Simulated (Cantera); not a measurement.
## C2H5OH + NH3 + N2 (carbon deposition, reforming and gasification)

Charge: 1 mol C2H5OH, 0.13 mol NH3, 3.6 mol N2, at 13.3 mbar.

Equilibrium computed with Cantera from the NASA thermochemical tables; the gas is ideal and each condensed phase is pure. Candidate condensed phases: C, C6H6, C7H8, C8H18, H2O; 136 gas species. Rates play no part.

| T (°C) | x N2 | x H2 | x CH4 | x H2O | x H | x CO | x CO2 | x HCN | n C(graphite) |
|---|---|---|---|---|---|---|---|---|---|
| 252 | 0.603 | 0.103 | 0.141 | 0.140 | <1e-12 | 0.000106 | 0.0124 | <1e-12 | 1.07 |
| 452 | 0.503 | 0.380 | 0.00989 | 0.0383 | <1e-12 | 0.0393 | 0.0298 | 5.11e-9 | 1.42 |
| 652 | 0.467 | 0.405 | 0.000497 | 0.00101 | 1.44e-9 | 0.125 | 0.000629 | 6.16e-7 | 1.01 |
| 852 | 0.466 | 0.406 | 6.35e-5 | 4.43e-5 | 2.45e-7 | 0.127 | 1.26e-5 | 1.34e-5 | 1.000 |
| 1052 | 0.466 | 0.406 | 1.48e-5 | 4.96e-6 | 9.03e-6 | 0.127 | 8.33e-7 | 0.000114 | 0.999 |
| 1252 | 0.466 | 0.406 | 5.02e-6 | 9.91e-7 | 0.000131 | 0.127 | 1.15e-7 | 0.000547 | 0.996 |
| 1452 | 0.465 | 0.405 | 2.18e-6 | 2.89e-7 | 0.00102 | 0.127 | 2.58e-8 | 0.00182 | 0.985 |
| 1652 | 0.463 | 0.400 | 1.12e-6 | 1.08e-7 | 0.00524 | 0.127 | 7.98e-9 | 0.00467 | 0.958 |
| 1852 | 0.456 | 0.387 | 6.20e-7 | 4.77e-8 | 0.0196 | 0.126 | 3.09e-9 | 0.00984 | 0.906 |
| 2052 | 0.443 | 0.355 | 3.43e-7 | 2.27e-8 | 0.0568 | 0.124 | 1.39e-9 | 0.0175 | 0.815 |
| 2252 | 0.420 | 0.295 | 1.67e-7 | 1.07e-8 | 0.132 | 0.119 | 6.86e-10 | 0.0265 | 0.679 |
x: gas mole fraction; n: condensed amount in mol.

From 252 °C to 2252 °C the condensed part is C(graphite). The main C-bearing gas is CH4 at 252 °C and CO at 2252 °C. The share of C in condensed phases is highest at 452 °C (71.2 %) and lowest at 2252 °C (34.0 %).
